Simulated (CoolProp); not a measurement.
The numbers come from the reference Helmholtz-energy equation of state, Setzmann 1991 in CoolProp.

Question: For methane, give the phase and the Z, cv (kJ/(kg K)) at -169.15 °C and 29.9 bar; -160.45 °C and 29.9 bar; -138.75 °C and 29.9 bar.

Answer: 
- -169.15 °C and 29.9 bar: liquid; Z 0.127, cv 2.10
- -160.45 °C and 29.9 bar: liquid; Z 0.121, cv 2.06
- -138.75 °C and 29.9 bar: liquid; Z 0.110, cv 1.97
